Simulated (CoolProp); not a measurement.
Properties of n-dodecane along the isobar 2.2 MPa.

Computed with CoolProp (reference Helmholtz-energy equation of state, Lemmon 2004). It is a short technical equation, of lower accuracy than the large ones.

| T (K) | phase | density (kg/m³) | cp (kJ/(kg K)) | isothermal compressibility (1/MPa) | viscosity (µPa s) | Prandtl number |
|---|---|---|---|---|---|---|
| 360.1 | liquid | … | 2.433 | 0.001482 | 598 | 11.9 |
| 381.7 | liquid | 686.1 | 2.517 | 0.001734 | 481 | 10.3 |
| 403.4 | liquid | 669.7 | 2.603 | 0.002043 | 396 | 9.08 |
| 425 | liquid | 653.1 | 2.689 | 0.002428 | 331 | 8.15 |
| 446.7 | liquid | 635.8 | 2.776 | 0.002917 | … | … |
| 468.4 | liquid | 617.9 | 2.864 | 0.003551 | 238 | 6.76 |
| 490 | liquid | 599.3 | 2.951 | 0.004390 | 203 | 6.20 |
| 511.7 | liquid | 579.5 | 3.040 | 0.005542 | 174 | 5.70 |
| 533.4 | liquid | … | 3.130 | 0.007182 | 148 | 5.22 |
| 555 | liquid | 535.6 | 3.223 | 0.009616 | 126 | 4.77 |
| 576.7 | liquid | 510.4 | 3.322 | 0.01351 | 105 | 4.31 |
| 598.3 | liquid | 482.0 | 3.434 | 0.02028 | 86.9 | 3.85 |
| 620 | liquid | 448.3 | 3.573 | 0.03405 | 69.6 | … |

What belongs in the gaps?


- 360.1, density (kg/m³): 702.0
- 446.7, viscosity (µPa s): 279
- 446.7, Prandtl number: 7.40
- 533.4, density (kg/m³): 558.4
- 620, Prandtl number: 3.37

Viscosity comes from a separate model (Huber 2004). Thermal conductivity comes from a separate model (Huber 2004).
